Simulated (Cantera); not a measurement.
Feed: 1 mol MgO, 0.04 mol H2O, held at 0.100 bar.

Equilibrium computed with Cantera from the NASA thermochemical tables; the gas is ideal and each condensed phase is pure. Candidate condensed phases: H2O, Mg, MgO, Mg(OH)2; 15 gas species. The numbers say what is thermodynamically allowed, not how fast it happens. All values below are at 850 °C.

Base state: H2O 1.000 (mole fractions); condensed: MgO(s).

Task: What changes in the equilibrium state with this change: 0.00036 mol H2S added?

Result: 
| species | before | after |
|---|---|---|
| H2O | 1.000 | 0.973 |
| H2 | 4.78e-6 | 0.0178 |
| SO2 | 0 | 0.00585 |
| H2S | 0 | 0.00273 |
| S2 | 0 | 0.000136 |
| MgO(s), mol | 1.00 | 1.00 |
Gases not in the tables: S3 to S7. Further candidate phases: H2SO4, MgS, MgSO4, S.
